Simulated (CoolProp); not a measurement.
Values from CoolProp's reference Helmholtz-energy equation of state, Lemmon 2006. It is a short technical equation, of lower accuracy than the large ones.

Problem. For toluene, give the phase and the cp (kJ/(kg K)), cv (kJ/(kg K)), conductivity (mW/(m K)) at -9.25 °C and 21600 kPa.

Solution. 
- -9.25 °C and 21600 kPa: liquid; cp 1.59, cv 1.18, conductivity 145

Thermal conductivity comes from a separate model (Assael 2012).
